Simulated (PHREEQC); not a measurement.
City or well water (model solution)

A made-up water analysis in mg/kgw, 35 °C, pH 7.18, pe 8.6:

| constituent | mg/kgw |
|---|---|
| Na | 23.3 |
| K | 3.54 |
| Ca | 4.69 |
| Mg | 4.26 |
| Cl | 19.3 |
| S(6) as SO4 | 20.3 |
| Alkalinity as HCO3 | 45.1 |
| Si as SiO2 | 0.998 |

Valence states are taken as typed.

Equilibrium calculation in PHREEQC: ion-association model, phreeqc.dat.

Precipitation was switched off in this run.

Q: What specific conductance, charge-balance error does the model give?

A: specific conductance 230 µS/cm; charge-balance error -0.5 %.

Q: In which forms is C present?

A: HCO3- 88 %, CO2 11 % of the C.
